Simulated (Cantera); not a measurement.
**Ignition delay**

Mixture: CH4 : O2 : N2 = 1 : 1.33 : 11 (molar parts), at 278 Torr, adiabatic and at constant volume. Ignition delay is the time to a rise of 400 K.

Model: GRI-Mech 3.0 (53 species, 325 reactions), integrated in Cantera.

```tsv
T0 (K)	delay (ms)
1100	1290
1150	574
1200	266
1250	127
1300	62.9
1350	32.1
1400	16.9
```

| Property | Value |
|---|---|
| apparent activation energy between 1300 and 1400 K | 200 kJ/mol |
